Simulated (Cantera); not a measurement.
A perfectly stirred reactor is fed with CH3OH : O2 : N2 = 1 : 1.25 : 4.7 (molar parts), equivalence ratio 1.2, at 2000000 Pa; it is adiabatic with a 500 K inlet, and is followed from long to short residence time, starting on the burning branch (τ in s: 0.078, 0.036, 0.016, 0.0075, 0.0034, 0.0016, 0.00072, 0.00033, 0.00015, 6.9e-05, 3.1e-05).

Computed with Cantera and GRI-Mech 3.0 (53 species, 325 reactions). GRI-Mech 3.0 was tuned for natural gas; its chemistry of methanol as a main component is partial and can be far from experiment. The pressure lies above the range GRI-Mech 3.0 was tuned for (to about 10 atm).

Question: What does this change do: inlet temperature 500 to 750 K?

Answer: 
```csv
quantity,before,after
"blow-out, bracketed by the residence times tried","burning at 31.0 µs, the shortest tried","burning at 31.0 µs, the shortest tried"
x(CH3OH) at τ = 78.0 ms,2.59e-7,9.22e-8
x(O2) at τ = 78.0 ms,4.41e-5,0.000194
x(CO2) at τ = 78.0 ms,0.0861,0.0842
x(NO2) at τ = 78.0 ms,9.68e-9,6.98e-8
x(CH4) at τ = 78.0 ms,2.02e-6,3.02e-7
x(CH3OH) at τ = 1.60 ms,6.49e-6,3.53e-6
x(O2) at τ = 1.60 ms,0.000461,0.000564
x(CO2) at τ = 1.60 ms,0.0853,0.0836
x(NO2) at τ = 1.60 ms,2.31e-8,8.15e-8
x(CH4) at τ = 1.60 ms,1.00e-5,5.81e-6
```
